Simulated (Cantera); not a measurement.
Input: 1 mol FeS, 2100 mol H2, 5.9 mol H2O, at 1.20 mbar.

These are equilibrium values from Cantera (NASA tables, ideal gas, pure condensed phases), not measurements of a reactor. Candidate condensed phases: Fe, FeO, Fe(OH)2, Fe(OH)3, FeS, FeSO4, FeS2, Fe2O3, Fe2(SO4)3, Fe3O4, H2O, H2SO4, S; 22 gas species. Equilibrium is a limit: real reactors are often held back by kinetics, nucleation or transport.

Question: Which condensed phases are stable at each of these points (T (K)): 950, 975, 1000, 1025, 1050, 1075, 1100, 1125, 1150, 1175, 1200, 1225, 1250, 1275?

Answer: 
```json
[
 {"T (K)": "950", "condensed phases": "Fe(α)", "Fe condensed (%)": "100.0"},
 {"T (K)": "975", "condensed phases": "Fe(α)", "Fe condensed (%)": "100.0"},
 {"T (K)": "1000", "condensed phases": "Fe(α)", "Fe condensed (%)": "100.0"},
 {"T (K)": "1025", "condensed phases": "Fe(α)", "Fe condensed (%)": "100.0"},
 {"T (K)": "1050", "condensed phases": "Fe(α)", "Fe condensed (%)": "100.0"},
 {"T (K)": "1075", "condensed phases": "Fe(α)", "Fe condensed (%)": "100.0"},
 {"T (K)": "1100", "condensed phases": "Fe(α)", "Fe condensed (%)": "100.0"},
 {"T (K)": "1125", "condensed phases": "Fe(α)", "Fe condensed (%)": "100.0"},
 {"T (K)": "1150", "condensed phases": "Fe(α)", "Fe condensed (%)": "100.0"},
 {"T (K)": "1175", "condensed phases": "Fe(α)", "Fe condensed (%)": "100.0"},
 {"T (K)": "1200", "condensed phases": "Fe(γ)", "Fe condensed (%)": "100.0"},
 {"T (K)": "1225", "condensed phases": "Fe(γ)", "Fe condensed (%)": "100.0"},
 {"T (K)": "1250", "condensed phases": "Fe(γ)", "Fe condensed (%)": "100.0"},
 {"T (K)": "1275", "condensed phases": "Fe(γ)", "Fe condensed (%)": "99.9"}
]
```

From 950 K to 1175 K the condensed part is Fe(α). From 1200 K to 1275 K the condensed part is Fe(γ).
